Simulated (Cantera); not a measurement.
An isothermal, constant-pressure homogeneous reactor starts with C₂H₆ : N₂ = 1 : 49 (molar parts), at 1248 K and 473 Torr.

Model: GRI-Mech 3.0 (53 species, 325 reactions), integrated in Cantera. GRI-Mech 3.0 stops at C3 and has no aromatics, soot or wall deposition, so with more carbon than oxygen in the feed, carbon stays in small species such as C2H2 where larger ones or solid carbon would form.

Question: Predict: x(C₂H₆) at 2.00 s; x(C₂H₂) at 2.00 s; x(H₂) at 2.00 s; x(CH₄) at 2.00 s; x(C₂H₄) at 2.00 s.

Answer: 
- x(C₂H₆) at 2.00 s: 4.22e-6 (gas-phase equilibrium 8.26e-7)
- x(C₂H₂) at 2.00 s: 0.0150 (gas-phase equilibrium 0.00432)
- x(H₂) at 2.00 s: 0.0316 (gas-phase equilibrium 0.0307)
- x(CH₄) at 2.00 s: 0.00274 (gas-phase equilibrium 0.00497)
- x(C₂H₄) at 2.00 s: 0.00298 (gas-phase equilibrium 0.000488)
